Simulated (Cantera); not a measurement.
Hydrocarbon pyrolysis for carbon deposition

A perfectly stirred reactor is fed with C2H6 : N2 = 1 : 6.3 (molar parts), at 760 Torr; it is held at 1300 K, and followed from long to short residence time.

Cantera simulation using GRI-Mech 3.0 (53 species, 325 reactions); the numbers are that mechanism's predictions, not measurements. GRI-Mech 3.0 stops at C3 and has no aromatics, soot or wall deposition, so with more carbon than oxygen in the feed, carbon stays in small species such as C2H2 where larger ones or solid carbon would form.

```tsv
τ (s)	x C2H6	x HCN	x CH2	x CH3	x CH4
5.0	0.000485	1.34e-10	7.28e-11	1.03e-5	0.0453
2.0	0.000760	1.15e-10	1.16e-10	1.22e-5	0.0392
0.77	0.00128	1.03e-10	1.95e-10	1.49e-5	0.0343
0.30	0.00226	9.62e-11	3.34e-10	1.88e-5	0.0309
0.12	0.00415	9.25e-11	5.80e-10	2.45e-5	0.0286
0.046	0.00829	9.05e-11	1.06e-9	3.37e-5	0.0265
0.018	0.0170	8.80e-11	1.90e-9	4.77e-5	0.0235
0.0071	0.0349	8.15e-11	3.25e-9	6.81e-5	0.0184
0.0028	0.0653	7.12e-11	4.90e-9	9.31e-5	0.0113
0.0011	0.0986	6.14e-11	6.09e-9	0.000113	0.00523
```
x: mole fraction; the columns are a selection and need not sum to one.
